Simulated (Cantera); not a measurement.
An isothermal, constant-pressure homogeneous reactor starts with NH3 : H2 = 1 : 0.19 (molar parts), at 2125 K and 101000 Pa.

Cantera simulation using the gas-phase N/H chemistry of the illustrative SiF4/NH3 mechanism in the Surface Chemkin manual (1991); the numbers are that mechanism's predictions, not measurements. Walls and surfaces, which speed up NH3 decomposition in real reactors, are not modelled.

x: mole fraction; the columns are a selection and need not sum to one.

| t (s) | x NH3 | x H2 | x N2H4 | x N2H2 | x N2 | x N | x H |
|---|---|---|---|---|---|---|---|
| 0.000300 | 0.807 | 0.183 | 7.13e-7 | 1.15e-5 | 0.00822 | 1.18e-6 | 0.000151 |
| 0.000694 | 0.765 | 0.213 | 6.51e-7 | 1.05e-5 | 0.0197 | 1.28e-6 | 0.000177 |
| 0.00160 | … | … | … | … | … | … | … |
| 0.00371 | 0.527 | 0.387 | 3.72e-7 | 5.87e-6 | 0.0845 | 1.67e-6 | 0.000350 |
| 0.00857 | 0.316 | 0.540 | 1.84e-7 | 2.95e-6 | 0.142 | 1.87e-6 | 0.000570 |
| 0.0198 | 0.120 | 0.683 | 4.87e-8 | 9.04e-7 | 0.195 | 1.98e-6 | 0.000979 |
| 0.0458 | 0.0196 | 0.756 | 3.91e-9 | 1.06e-7 | 0.223 | 1.79e-6 | 0.00188 |
| 0.106 | 0.00156 | 0.768 | 6.45e-11 | 2.52e-9 | 0.228 | 6.10e-7 | 0.00308 |
| 0.245 | 0.000355 | 0.769 | 3.56e-12 | 1.43e-10 | 0.228 | 1.53e-7 | 0.00318 |
| 0.566 | 0.000126 | 0.769 | <1e-12 | 1.90e-11 | 0.228 | 5.43e-8 | 0.00318 |
| 1.31 | 5.04e-5 | 0.769 | <1e-12 | 3.97e-12 | 0.228 | 2.18e-8 | 0.00318 |
| 3.03 | 2.15e-5 | 0.769 | <1e-12 | 1.60e-12 | 0.228 | 9.30e-9 | 0.00318 |
| 7.00 | … | 0.769 | <1e-12 | 1.19e-12 | 0.228 | … | 0.00318 |

Fill in the missing entries.


- 0.00160, x NH3: 0.679
- 0.00160, x H2: 0.276
- 0.00160, x N2H4: 5.39e-7
- 0.00160, x N2H2: 8.60e-6
- 0.00160, x N2: 0.0430
- 0.00160, x N: 1.45e-6
- 0.00160, x H: 0.000234
- 7.00, x NH3: 1.00e-5
- 7.00, x N: 4.34e-9
